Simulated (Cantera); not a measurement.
Input: 1 mol V, 0.65 mol O2, 4.3 mol N2, held at 2450 °C and 0.0133 bar.

These are equilibrium values from Cantera (NASA tables, ideal gas, pure condensed phases), not measurements of a reactor. Candidate condensed phases: V, VN, VO, V2O3, V2O4, V2O5; 13 gas species. Rates play no part.

### Question
What is the equilibrium state?

### Answer
```json
{
 "x(N2)": "0.810",
 "x(VO)": "0.0921",
 "x(VO2)": "0.0759",
 "x(V)": "0.0205",
 "x(O)": "0.000923",
 "x(NO)": "0.000195",
 "x(N)": "1.52e-5",
 "x(O2)": "7.19e-6",
 "x(VN)": "3.35e-6",
 "gas_amount": "5.305 mol",
 "log10 activity of V(l) (absent)": "-1.26",
 "log10 activity of V2O5(l) (absent)": "-9.23"
}
```
